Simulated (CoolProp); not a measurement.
n-perfluoropentane along the isotherm 222.3 K: Z from the reference equation and from simpler models built on Tc = 421.0 K, pc = 2063 kPa, ω = 0.436; each cubic takes its own stable root.

The numbers come from the reference Helmholtz-energy equation of state, Gao 2022 in CoolProp.

| p (kPa) | phase | reference | Redlich-Kwong | Peng-Robinson |
|---|---|---|---|---|
| 31.6 | liquid | 0.002687 | 0.003034 | 0.002582 |
| 51.1 | liquid | 0.004345 | 0.004906 | 0.004176 |
| 82.5 | liquid | 0.007014 | 0.007919 | 0.006741 |
| 133 | liquid | 0.01131 | 0.01276 | 0.01087 |
| 215 | liquid | 0.01828 | 0.02063 | 0.01756 |
| 348 | liquid | 0.02958 | 0.03337 | 0.02842 |
| 562 | liquid | 0.04775 | 0.05385 | 0.04588 |
| 909 | liquid | 0.07719 | 0.08698 | 0.07417 |
| 1470 | liquid | 0.1247 | 0.1404 | 0.1198 |
| 2370 | liquid | 0.2008 | 0.2256 | 0.1929 |
| 3830 | liquid | 0.3238 | 0.3629 | 0.3111 |
| 6190 | liquid | 0.5216 | 0.5823 | 0.5010 |
| 10000 | liquid | 0.8383 | 0.9312 | 0.8053 |
